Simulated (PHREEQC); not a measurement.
BaCl2 is added in steps, without added water, to 1 kg of water holding 0.058 mol CdSO4, 0.16 mol NaCl and 0.007 mol NiCl2, at 25 °C. Oxygen is held at 0.21 atm. The system is closed to CO2. The run lets Barite, Cd(OH)2, CdOHCl, Ni(OH)2, Ni4(OH)6SO4, Halite, Mirabilite, Morenosite precipitate or redissolve, and no other solid.

Base run: PHREEQC, ion-association model, wateq4f.dat. Each further column changes one thing. The table gives pH.

| BaCl2 added (mol) | base | all activity coefficients set to 1 | Debye-Hückel limiting law | metal-ligand complexes left out | Davies equation for every ion |
|---|---|---|---|---|---|
| 0 | 5.72 | 5.71 | 5.82 | 5.94 | 5.73 |
| 0.00725 | 5.70 | 5.69 | 5.80 | 5.93 | 5.71 |
| 0.01812 | 5.67 | 5.65 | 5.78 | 5.90 | 5.69 |
| 0.02538 | 5.65 | 5.62 | 5.76 | 5.88 | 5.67 |
| 0.03625 | 5.62 | 5.57 | 5.74 | 5.84 | 5.63 |
| 0.0435 | 5.60 | 5.54 | 5.72 | 5.82 | 5.61 |
| 0.05075 | 5.57 | 5.50 | 5.70 | 5.79 | 5.59 |
| 0.06162 | 5.54 | 5.45 | 5.69 | 5.75 | 5.56 |
| 0.06888 | 5.55 | 5.46 | 5.71 | 5.75 | 5.57 |
| 0.07975 | 5.56 | 5.47 | 5.73 | 5.75 | 5.57 |
| 0.087 | 5.56 | 5.48 | 5.74 | 5.75 | 5.58 |
